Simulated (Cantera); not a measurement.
Cantera run, input and output.

```python
import numpy as np
import cantera as ct

gas = ct.Solution("gri30.yaml")
gas.TPX = 673, 100000, {'CH4': 1, 'O2': 1.67, 'N2': 6.27}
flame = ct.FreeFlame(gas, width=0.04)
flame.set_refine_criteria(ratio=3, slope=0.08, curve=0.16)
flame.transport_model = "mixture-averaged"
flame.solve(loglevel=0, auto=True)
z, T = flame.grid, flame.T
thick = (T[-1] - T[0]) / np.gradient(T, z).max()
show = ['CH4', 'O2', 'CH2O', 'C2H2', 'NO2', 'HO2']
print(f"laminar burning velocity  {flame.velocity[0] * 100:.3f} cm/s")
print(f"burnt temperature         {T[-1]:.1f} K")
print(f"thermal thickness         {thick * 1e3:.4f} mm")
print(f"grid points               {len(z)}")
z0 = z[flame.heat_release_rate.argmax()]
print(f"{'z/mm':>9s}{'T/K':>9s}{'u/(m/s)':>9s}" + "".join(f"{s:>11s}" for s in show))
rows = []
for k in (-3, -2, -1.5, -1, -0.5, -0.25, 0, 0.25, 0.5, 1, 2, 4, 8):
    zz = z0 + k * thick
    rows.append([k * thick, np.interp(zz, z, T), np.interp(zz, z, flame.velocity),
                 *(np.interp(zz, z, flame.X[gas.species_index(s)]) for s in show)])
    print(f"{rows[-1][0] * 1e3:9.3f}{rows[-1][1]:9.1f}{rows[-1][2]:9.3f}" + "".join(f"{x:11.3e}" for x in rows[-1][3:]))
```

Result:

```
laminar burning velocity  153.340 cm/s
burnt temperature         2380.1 K
thermal thickness         0.3164 mm
grid points               155
     z/mm      T/K  u/(m/s)        CH4         O2       CH2O       C2H2        NO2        HO2
   -0.949    673.2    1.536  1.116e-01  1.865e-01  1.356e-07  5.057e-09  8.488e-11  1.400e-07
   -0.633    675.1    1.545  1.111e-01  1.858e-01  2.612e-06  9.969e-08  1.508e-09  1.988e-06
   -0.475    683.9    1.572  1.099e-01  1.845e-01  1.773e-05  7.200e-07  9.376e-09  1.068e-05
   -0.316    747.5    1.733  1.042e-01  1.790e-01  1.575e-04  8.333e-06  5.599e-08  5.692e-05
   -0.158   1140.4    2.696  7.373e-02  1.447e-01  9.682e-04  1.104e-04  6.424e-08  1.176e-04
   -0.079   1542.0    3.697  4.037e-02  1.018e-01  1.276e-03  3.269e-04  3.367e-08  1.648e-04
    0.000   1911.3    4.635  1.070e-02  5.330e-02  7.675e-04  5.808e-04  1.009e-08  8.678e-05
    0.079   2083.2    5.064  1.147e-03  2.374e-02  1.890e-04  2.128e-04  3.318e-09  1.451e-05
    0.158   2128.4    5.161  6.915e-05  1.235e-02  1.805e-05  2.068e-05  3.319e-09  3.788e-06
    0.316   2158.8    5.211  2.248e-07  7.085e-03  7.321e-08  9.497e-08  3.836e-09  2.197e-06
    0.633   2194.3    5.278  1.021e-10  5.490e-03  5.485e-10  7.137e-11  4.165e-09  1.722e-06
    1.266   2240.1    5.371  8.201e-15  4.235e-03  5.010e-10  2.390e-15  4.771e-09  1.302e-06
    2.532   2291.5    5.476  6.764e-15  2.867e-03  4.928e-10  1.407e-18  5.805e-09  8.720e-07
```

Model: GRI-Mech 3.0 (53 species, 325 reactions), integrated in Cantera. Burning velocities carry a grid error of a few per cent, more on coarse grids.
